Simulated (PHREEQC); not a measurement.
Make-up at 25 °C: 0.2 mol/kgw KOH, 0.019 mol/kgw H3BO3 and 0.024 mol/kgw K2CO3. Closed to the air; pH follows from the charge balance.

Equilibrium calculation in PHREEQC: ion-association model, phreeqc.dat.

### Question
The ionic strength comes out as 0.272 mol/kgw. What activity coefficients do CO3-2, HCO3-, OH-, K+, H2BO3- get?

### Answer
CO3-2 0.28, HCO3- 0.73, OH- 0.68, K+ 0.69, H2BO3- 0.74.

Precipitation was switched off in this run.
